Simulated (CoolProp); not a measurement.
Vapour-liquid equilibrium of n-pentane (1) + toluene (2) at 67.55 °C; x and y are mole fractions of (1).

Computed with CoolProp (multi-fluid Helmholtz-energy mixture model, Thol 2019 and Lemmon 2006; pair parameters Bell 2016).

```tsv
x	bubble pressure, mixture model (MPa)	bubble pressure, Raoult's law (MPa)	y, mixture model	y, Raoult's law
0.05	0.04277	0.03684	0.442	0.360
0.125	0.06704	0.05488	0.666	0.604
0.2	0.08867	0.07291	0.764	0.728
0.275	0.1082	0.09095	0.819	0.802
0.35	0.1261	0.1090	0.857	0.852
0.425	0.1429	0.1270	0.884	0.888
0.5	0.1588	0.1451	0.905	0.914
0.575	0.1741	0.1631	0.923	0.935
0.65	0.1893	0.1811	0.938	0.952
0.725	0.2046	0.1992	0.953	0.966
0.8	0.2202	0.2172	0.966	0.977
0.875	0.2364	0.2352	0.979	0.987
0.95	0.2534	0.2533	0.991	0.995
```

The largest gap from Raoult's law is +22.2 % in bubble pressure, at x = 0.125. No azeotrope shows between x = 0.05 and 0.95.

The pair parameters rest on a limited set of measurements; away from them the model extrapolates.
